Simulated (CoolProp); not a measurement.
Vapour-liquid equilibrium of n-heptane (1) + m-xylene (2) at 0.167 bar; x and y are mole fractions of (1).

Model: multi-fluid Helmholtz-energy mixture model, Span 2003 and Zhou 2012; pair parameters Bell 2016, in CoolProp.

```csv
x,bubble temperature (K),y at the bubble point,dew temperature at overall composition x (K),liquid density (mol/L)
0.05,350.9,0.209,354.7,[?]
0.2,341.1,0.544,[?],7.449
0.35,334.9,0.706,[?],7.290
0.5,330.5,0.806,342.6,7.126
0.65,326.9,[?],[?],6.962
0.8,323.8,0.936,330.8,[?]
0.95,321.1,0.985,323.0,[?]
```

Task: Fill in the missing entries.

Result: 
- 0.05, liquid density (mol/L): 7.585
- 0.2, dew temperature at overall composition x (K): 351.2
- 0.35, dew temperature at overall composition x (K): 347.2
- 0.65, y at the bubble point: 0.878
- 0.65, dew temperature at overall composition x (K): 337.2
- 0.8, liquid density (mol/L): 6.801
- 0.95, liquid density (mol/L): 6.644

No azeotrope shows between x = 0.05 and 0.95.

Pair parameters are fitted to limited data, so mixtures are less certain than the pure fluids.
